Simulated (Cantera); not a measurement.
**Equilibrium for titanium nitride, carbide and oxide coatings: TiCl4 + H2O**

Charge: 1 mol TiCl4, a varied amount of H2O, at 2075 K and 0.0710 bar.

Equilibrium computed with Cantera from the NASA thermochemical tables; the gas is ideal and each condensed phase is pure. Candidate condensed phases: H2O, Ti, TiCl2, TiCl3, TiCl4, TiO, TiO2, Ti2O3, Ti3O5, Ti4O7; 23 gas species. Mutual solubility and eutectic melting of coexisting phases are not modelled. The tables' values for TiCl2 are old estimates; treat these amounts as uncertain. Condensed phases not in the tables: Magnéli phases beyond Ti4O7. Gases not in the tables: TiO(OH)2. Rates play no part.

| n(H2O) (mol) | x HCl | x H2O | x Cl | x H2 | x OH | n TiO2(rutile) | n Ti4O7(l) |
|---|---|---|---|---|---|---|---|
| 1.9 | 0.907 | 0.00821 | 0.0689 | 0.00942 | 9.65e-5 | 0.598 | 0.0949 |
| 2.4 | 0.845 | 0.0882 | 0.0428 | 0.0213 | 0.000690 | 0.999 | 0 |
| 3.1 | 0.730 | 0.209 | 0.0380 | 0.0201 | 0.00168 | 1.000 | 0 |
| 3.8 | 0.642 | 0.300 | 0.0340 | 0.0194 | 0.00246 | 1.000 | 0 |
| 4.8 | 0.548 | 0.398 | 0.0293 | 0.0190 | 0.00329 | 1.000 | 0 |
| 6.1 | 0.460 | 0.488 | 0.0248 | 0.0188 | 0.00407 | 1.000 | 0 |
| 7.6 | 0.389 | 0.562 | 0.0209 | 0.0187 | 0.00469 | 1.000 | 0 |
| 9.6 | 0.322 | 0.631 | 0.0173 | 0.0188 | 0.00525 | 1.000 | 0 |
| 12 | 0.267 | 0.688 | 0.0143 | 0.0189 | 0.00571 | 1.000 | 0 |
| 15 | 0.220 | 0.736 | 0.0118 | 0.0190 | 0.00609 | 1.000 | 0 |
x: gas mole fraction; n: condensed amount in mol.

At 1.9 mol H2O the condensed part is TiO2(rutile) + Ti4O7(l). From 2.4 mol H2O to 15 mol H2O the condensed part is TiO2(rutile).
